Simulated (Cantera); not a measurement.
A perfectly stirred reactor is fed with 7.72 % CH4, 0.672 % CO, 19.2 % O2, 72.4 % N2, equivalence ratio 0.82, at 5.00 bar; it is adiabatic with a 400 K inlet, and is followed from long to short residence time, starting on the burning branch (τ in s: 0.14, 0.052, 0.019, 0.0068, 0.0025, 0.00089, 0.00032, 0.00012, 4.2e-05, 1.5e-05, 5.6e-06).

Detailed kinetics in Cantera: GRI-Mech 3.0 (53 species, 325 reactions).

x: mole fraction; the columns are a selection and need not sum to one.

| τ (s) | T (K) | x CH4 | x CO | x O2 | x H | x HCN | x CH2O | x H2 |
|---|---|---|---|---|---|---|---|---|
| 0.14 | 2114 | 1.16e-6 | 0.000723 | 0.0340 | 2.60e-5 | 6.67e-8 | 1.65e-7 | 0.000260 |
| 0.052 | 2113 | 2.97e-6 | 0.000821 | 0.0343 | 2.97e-5 | 8.69e-8 | 4.28e-7 | 0.000286 |
| 0.019 | 2111 | 7.35e-6 | 0.00106 | 0.0345 | 3.92e-5 | 1.09e-7 | 1.08e-6 | 0.000349 |
| 0.0068 | 2104 | ? | ? | 0.0349 | ? | ? | ? | ? |
| 0.0025 | 2091 | 3.56e-5 | 0.00272 | 0.0354 | 0.000129 | 1.99e-7 | 5.54e-6 | 0.000795 |
| 0.00089 | 2066 | 7.38e-5 | 0.00482 | 0.0366 | 0.000287 | 2.99e-7 | 1.16e-5 | 0.00135 |
| 0.00032 | 2025 | ? | ? | 0.0386 | ? | ? | ? | ? |
| 0.00012 | 1963 | 0.000345 | 0.0139 | 0.0422 | 0.00119 | 7.18e-7 | 4.87e-5 | 0.00350 |
| 4.2e-5 | 1840 | 0.00118 | 0.0260 | 0.0512 | 0.00173 | 1.17e-6 | 0.000137 | 0.00537 |
| 1.5e-5 | 400 | 0.0772 | 0.00672 | 0.192 | <1e-12 | <1e-12 | <1e-12 | <1e-12 |
| 5.6e-6 | 400 | 0.0772 | 0.00672 | 0.192 | <1e-12 | <1e-12 | <1e-12 | <1e-12 |

Problem. Some entries are withheld; supply them.

Solution. 
- 0.0068, x CH4: 1.70e-5
- 0.0068, x CO: 0.00162
- 0.0068, x H: 6.51e-5
- 0.0068, x HCN: 1.42e-7
- 0.0068, x CH2O: 2.57e-6
- 0.0068, x H2: 0.000498
- 0.00032, x CH4: 0.000155
- 0.00032, x CO: 0.00836
- 0.00032, x H: 0.000624
- 0.00032, x HCN: 4.64e-7
- 0.00032, x CH2O: 2.37e-5
- 0.00032, x H2: 0.00226
